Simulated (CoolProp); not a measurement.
Ammonia at 293.15 K and 9.94 MPa flows at 0.39 m/s in a round tube of 100 mm bore and 1.5 µm roughness, fully developed (64/Re and Nu = 3.66 if laminar; Colebrook and Gnielinski if turbulent). Each further row changes one setting.

Model: reference Helmholtz-energy equation of state, Gao 2020, in CoolProp.

| case | Reynolds number | Darcy friction factor | pressure drop (Pa/m) | heat-transfer coefficient (W/(m² K)) | mass flow (kg/h) |
|---|---|---|---|---|---|
| as stated | 165000 | [?] | 7.68 | 2040 | 6820 |
| velocity 0.78 m/s | 331000 | [?] | 27.0 | [?] | 13600 |
| diameter 200 mm | 331000 | [?] | 3.36 | 1800 | 27300 |

Task: Some entries are withheld; supply them.

Result: 
- as stated, Darcy friction factor: 0.0163
- velocity 0.78 m/s, Darcy friction factor: 0.0144
- velocity 0.78 m/s, heat-transfer coefficient (W/(m² K)): 3620
- diameter 200 mm, Darcy friction factor: 0.0143

Viscosity comes from a separate model (Fenghour 1995). Thermal conductivity comes from a separate model (Tufeu 1984).
